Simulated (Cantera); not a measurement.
An adiabatic, constant-volume homogeneous reactor starts with 5.95 % CH₄, 9.52 % O₂, 84.5 % N₂, equivalence ratio 1.2, at 1375 K and 3750 Torr.

Model: GRI-Mech 3.0 (53 species, 325 reactions), integrated in Cantera.

### Question
Predict: time of steepest temperature rise; temperature at 0.400 s; equilibrium temperature; x(O₂) at 0.400 s; x(H₂) at 0.400 s; x(NO₂) at 0.400 s; x(O) at 0.400 s; x(NO) at 0.400 s.

### Answer
| Item | Value |
|---|---|
| time of steepest temperature rise | 3.16 ms |
| temperature at 0.400 s | 2508 K |
| equilibrium temperature | 2508 K |
| x(O₂) at 0.400 s | 0.000134 (gas-phase equilibrium 0.000134) |
| x(H₂) at 0.400 s | 0.0172 (gas-phase equilibrium 0.0172) |
| x(NO₂) at 0.400 s | 4.09e-8 (gas-phase equilibrium 4.09e-8) |
| x(O) at 0.400 s | 5.72e-5 (gas-phase equilibrium 5.72e-5) |
| x(NO) at 0.400 s | 0.000603 (gas-phase equilibrium 0.000603) |
